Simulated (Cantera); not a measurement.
Feed: 1 mol Si₃N₄, 45 mol Cl₂, 0.36 mol N₂, held at 948.15 K and 0.100 bar.

Equilibrium computed with Cantera from the NASA thermochemical tables; the gas is ideal and each condensed phase is pure. Candidate condensed phases: Si, Si₃N₄; 13 gas species. Kinetics and transport are ignored.

Base state: Cl₂ 0.879, SiCl₄ 0.0676, N₂ 0.0532, Cl 0.000509 (mole fractions); condensed: gas only.

Q: What changes in the equilibrium state with this change: temperature from 948.15 K to 1948.15 K?

A: 
```json
[
 {"species": "Cl", "before": "0.000509", "after": "0.764"},
 {"species": "Cl₂", "before": "0.879", "after": "0.161"},
 {"species": "SiCl₄", "before": "0.0676", "after": "0.0404"},
 {"species": "N₂", "before": "0.0532", "after": "0.0328"},
 {"species": "SiCl₃", "before": "<1e-9", "after": "0.00130"},
 {"species": "SiCl₂", "before": "<1e-9", "after": "5.19e-5"}
]
```
The tables' values for SiCl₃ are old estimates; treat these amounts as uncertain.
